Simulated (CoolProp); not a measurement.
A closed Brayton cycle with carbon dioxide: compressor inlet 319.15 K and 9.2 MPa, high pressure 25.5 MPa, turbine inlet 810 K, compressor efficiency 0.8, turbine efficiency 0.85, recuperator effectiveness 0.95 (on enthalpy, no pinch check). Each further row changes one setting.

Values from CoolProp's reference Helmholtz-energy equation of state, Span 1996.

```
case                           thermal efficiency (%)  net work (kJ/kg)  compressor to turbine work  compressor exit (K)  turbine exit (K)
-----------------------------  ----------------------  ----------------  --------------------------  -------------------  ----------------
as stated                                           ?              79.4                        0.36                387.2             695.3
turbine inlet 760 K                                 ?              70.6                        0.38                387.2                 ?
compressor inlet 329.15 K                           ?              68.4                        0.45                413.3             695.3
high pressure 21.7 MPa                              ?                 ?                        0.33                376.1             713.0
recuperator effectiveness 0.5                       ?              79.4                        0.36                387.2             695.3
```

Complete the blanks.


- as stated, thermal efficiency (%): 33.3
- turbine inlet 760 K, thermal efficiency (%): 31.0
- turbine inlet 760 K, turbine exit (K): 649.3
- compressor inlet 329.15 K, thermal efficiency (%): 31.1
- high pressure 21.7 MPa, thermal efficiency (%): 32.5
- high pressure 21.7 MPa, net work (kJ/kg): 70.1
- recuperator effectiveness 0.5, thermal efficiency (%): 19.8
